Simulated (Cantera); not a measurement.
Formation from one mole of N₂

Source: NASA polynomial tables (part measured, part estimated), evaluated in Cantera. Values are per mole of reaction as written; species without (g) are pure solids or liquids, kept so even where they would boil at 1 bar. VN: taken at fixed stoichiometry.

2 V + N₂(g) = 2 VN

| T (K) | ΔH° (kJ) | ΔS° (J/K) | ΔG° (kJ) | log10 K | condensed phases |
|---|---|---|---|---|---|
| 1923 | -414.6 | -155.5 | -115.6 | 3.14 | V(s), VN(s) |
| 1973 | -414.0 | -155.2 | -107.8 | 2.85 | V(s), VN(s) |
| 2023 | -413.5 | -154.9 | -100.1 | 2.58 | V(s), VN(s) |
| 2073 | -413.1 | -154.7 | -92.3 | 2.33 | V(s), VN(s) |
| 2123 | -412.6 | -154.5 | -84.6 | 2.08 | V(s), VN(s) |
| 2173 | -412.2 | -154.3 | -76.9 | 1.85 | V(s), VN(s) |
| 2223 | -457.7 | -175.1 | -68.5 | 1.61 | V(l), VN(s) |
| 2273 | -457.5 | -175.0 | -59.7 | 1.37 | V(l), VN(s) |

2 B + N₂(g) = 2 BN

```json
[
 {"T (K)": "1923", "ΔH° (kJ)": "-496.8", "ΔS° (J/K)": "-173.2", "ΔG° (kJ)": "-163.8", "log10 K": "4.45"},
 {"T (K)": "1973", "ΔH° (kJ)": "-496.5", "ΔS° (J/K)": "-173.0", "ΔG° (kJ)": "-155.1", "log10 K": "4.11"},
 {"T (K)": "2023", "ΔH° (kJ)": "-496.3", "ΔS° (J/K)": "-172.9", "ΔG° (kJ)": "-146.5", "log10 K": "3.78"},
 {"T (K)": "2073", "ΔH° (kJ)": "-496.1", "ΔS° (J/K)": "-172.8", "ΔG° (kJ)": "-137.8", "log10 K": "3.47"},
 {"T (K)": "2123", "ΔH° (kJ)": "-495.9", "ΔS° (J/K)": "-172.7", "ΔG° (kJ)": "-129.2", "log10 K": "3.18"},
 {"T (K)": "2173", "ΔH° (kJ)": "-495.8", "ΔS° (J/K)": "-172.7", "ΔG° (kJ)": "-120.6", "log10 K": "2.90"},
 {"T (K)": "2223", "ΔH° (kJ)": "-495.6", "ΔS° (J/K)": "-172.6", "ΔG° (kJ)": "-111.9", "log10 K": "2.63"},
 {"T (K)": "2273", "ΔH° (kJ)": "-495.5", "ΔS° (J/K)": "-172.6", "ΔG° (kJ)": "-103.3", "log10 K": "2.37"}
]
```

1.5 Si + N₂(g) = 0.5 Si₃N₄

```tsv
T (K)	ΔH° (kJ)	ΔS° (J/K)	ΔG° (kJ)	log10 K
1923	-437.6	-203.8	-45.7	1.24
1973	-436.9	-203.4	-35.5	0.94
2023	-436.1	-203.0	-25.4	0.65
2073	-435.3	-202.6	-15.2	0.38
2123	-434.5	-202.3	-5.1	0.13
2173	-433.7	-201.9	5.0	-0.12
2223	-432.9	-201.5	15.1	-0.35
2273	-432.1	-201.2	25.2	-0.58
```
